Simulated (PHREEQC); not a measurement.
Model water analysis in mg/kgw, 20 °C, pH 4.05, pe 8.5: Na 99.9; K 26; Ca 26.9; Mg 4.96; Cl 16.2; S(6) as SO4 332; Br 0.136; Cu(2) 0.279; Zn 0.0692.

Valence states are taken as typed.

All values are PHREEQC results (ion-association model, phreeqc.dat), not measurements.

Q: The ionic strength comes out as 0.0106 mol/kgw. What activity coefficients do K+, H+, Mg+2, Ca+2, Cl- get?

A: K+ 0.90, H+ 0.91, Mg+2 0.67, Ca+2 0.67, Cl- 0.90.

This is a speciation only: nothing precipitates in the calculation. Complexes and solids missing from the database can't appear.
